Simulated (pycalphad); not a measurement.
Computed with pycalphad from the COST 507 light-alloy database (1999), at 1 atm. No gas phase is included, though pure Mg would boil below 1650 K. These are 1990s assessments: newer ones move some temperatures and phases. Diffusion is slow at the low end, where real alloys seldom reach equilibrium.

Molar enthalpy of Mg-2.81Si-0.34Al (at.%) in equilibrium (SER reference):

```csv
T (K),H (kJ/mol),phases
1650,50.48,liquid
1550,47.07,liquid
1450,43.66,liquid
1350,40.25,liquid
1250,36.84,liquid
1150,33.43,liquid
1050,30.02,liquid
1000,28.32,liquid
950,25.87,liquid + MG2SI
900,15.02,hcp + MG2SI
850,13.47,hcp + MG2SI
750,10.46,hcp + MG2SI
650,7.56,hcp + MG2SI
550,4.77,hcp + MG2SI
450,2.08,hcp + MG2SI
350,-0.51,hcp + MG2SI
```

Cooling from 1000 K to 900 K, across the freezing range, releases 13.3 kJ/mol, or 544 J/g. The slope is 34 J/(mol K) in the liquid and 31 J/(mol K) just below the solidus, where it includes any heat of precipitation. Liquidus 989 K, solidus 905 K. Changes were sought between steps of 50 K, so a narrower field can be missed.

Database names, with the compositions (at.%) that they take in these runs: MG2SI: Mg 67 Si 33.
